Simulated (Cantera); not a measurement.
A closed system holds: 1 mol Pb, 0.071 mol H2O, 3.3 mol CO, held at 1973.15 K and 10.0 Torr.

Method: chemical equilibrium by Gibbs-energy minimisation in Cantera with the NASA 1993 tables (ideal gas, pure condensed phases). Candidate condensed phases: C, C6H6, C7H8, C8H18, H2O, Pb, PbO, PbO2, Pb3O4; 113 gas species. Rates play no part.

**Question.** What is the equilibrium state?

**Answer.** 
```json
{
  "x(CO)": "0.740",
  "x(Pb)": "0.229",
  "x(CO2)": "0.0149",
  "x(H2)": "0.0142",
  "x(H)": "0.00140",
  "x(H2O)": "0.00128",
  "x(PbO)": "8.46e-5",
  "x(OH)": "1.19e-5",
  "x(Pb2)": "3.57e-6",
  "gas_amount": "4.374 mol",
  "log10 activity of Pb(l) (absent)": "-2.40",
  "log10 activity of C(graphite) (absent)": "-4.84"
}
```
